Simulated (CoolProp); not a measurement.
Computed with CoolProp (reference Helmholtz-energy equation of state, Wu 2012).

For fluoroethane (R161), give the phase and the cv (kJ/(kg K)) at -33.85 °C and 0.025 MPa; -33.85 °C and 1.41 MPa.


- -33.85 °C and 0.025 MPa: gas; cv 0.901
- -33.85 °C and 1.41 MPa: liquid; cv 1.37
